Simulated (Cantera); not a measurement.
Feed: 1 mol borazine, 140 mol H2, held at 1602 °C and 0.00133 bar.

Cantera equilibrium calculation (NASA polynomials, part measured and part estimated; ideal gas, pure solids and liquids). Candidate condensed phases: B, BN; 15 gas species. The feed counts by its element totals alone. The tables' values for BH2 are old estimates; treat these amounts as uncertain. Equilibrium is a limit: real reactors are often held back by kinetics, nucleation or transport.

Base state: H2 0.972, H 0.0177, N2 0.0103, BH2 0.000211, B 1.08e-5 (mole fractions); condensed: B(s).

Question: What changes in the equilibrium state with this change: temperature from 1602 °C to 877 °C?

Answer: 
| species | before | after |
|---|---|---|
| H2 | 0.972 | 1.000 |
| H | 0.0177 | 2.04e-6 |
| BH2 | 0.000211 | 6.16e-9 |
| N2 | 0.0103 | 3.94e-9 |
| B | 1.08e-5 | <1e-9 |
| B(s), mol | 2.97 | 0 |
| BN(s), mol | 0 | 3.00 |

Question: What changes in the equilibrium state with this change: temperature from 1602 °C to 1427 °C?

Answer: 
```
species       before     after
----------  --------  --------
H2             0.972     0.995
H             0.0177   0.00403
N2            0.0103  0.000451
BH2         0.000211   6.08e-5
B            1.08e-5   2.77e-7
B(s), mol       2.97     0.121
BN(s), mol         0      2.87
```
Mutual solubility and eutectic melting of coexisting phases are not modelled.

Question: What changes in the equilibrium state with this change: pressure from 0.00133 bar to 0.000650 bar?

Answer: 
```tsv
species	before	after
H2	0.972	0.964
H	0.0177	0.0252
N2	0.0103	0.0102
BH2	0.000211	0.000210
B	1.08e-5	2.22e-5
B(s), mol	2.97	2.97
```
